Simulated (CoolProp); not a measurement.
A single-stage vapour-compression cycle with R123: evaporating at 271.15 K (dew point), condensing at 316.15 K (bubble point), superheat 5 K, subcooling 2 K, compressor efficiency 0.65, no pressure losses. Each further row changes one setting.

Model: reference Helmholtz-energy equation of state, Younglove 1994, in CoolProp. It is a modified Benedict-Webb-Rubin equation, recast in Helmholtz form.

```
case                              cooling COP  pressure ratio  discharge temperature (K)  refrigerating effect (kJ/kg)  volumetric capacity (kJ/m³)
--------------------------------  -----------  --------------  -------------------------  ----------------------------  ---------------------------
as stated                                3.38            5.72                      340.8                           142                          286
evaporating temperature 276.15 K         3.94             ___                        ___                           ___                          361
condensing temperature 311.15 K          3.88            4.85                      334.5                           147                          297
subcooling 7 K                            ___            5.72                      340.8                           147                          297
superheat 15 K                           3.40            5.72                        ___                           148                          ___
compressor efficiency 0.55               2.86            5.72                        ___                           142                          286
```

### Question
What belongs in the gaps?

### Answer

- evaporating temperature 276.15 K, pressure ratio: 4.56
- evaporating temperature 276.15 K, discharge temperature (K): 337.8
- evaporating temperature 276.15 K, refrigerating effect (kJ/kg): 145
- subcooling 7 K, cooling COP: 3.50
- superheat 15 K, discharge temperature (K): 351.7
- superheat 15 K, volumetric capacity (kJ/m³): 288
- compressor efficiency 0.55, discharge temperature (K): 350.9
